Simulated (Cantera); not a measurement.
## Equilibrium for boron, boron nitride and boron oxide: B + H2O + H2

Charge: 1 mol B, 1.5 mol H2O, 5.3 mol H2, at 2023 K and 1.00 bar.

Method: chemical equilibrium by Gibbs-energy minimisation in Cantera with the NASA 1993 tables (ideal gas, pure condensed phases). Candidate condensed phases: B, B2O3, B3O3H3, H2O; 23 gas species. Equilibrium is a limit: real reactors are often held back by kinetics, nucleation or transport.

```
Property                            Result
-------------------------------  ---------
x(H2)                                0.888
x(HBO)                              0.0371
x(HBO2)                             0.0361
x(B2O3)                             0.0272
x(H2O)                             0.00518
x(B2O2)                            0.00408
x(H)                               0.00179
x(BO)                              0.00106
x(B3O3H3)                          2.68e-5
gas amount                       7.310 mol
log10 activity of B(s) (absent)      -1.98
```
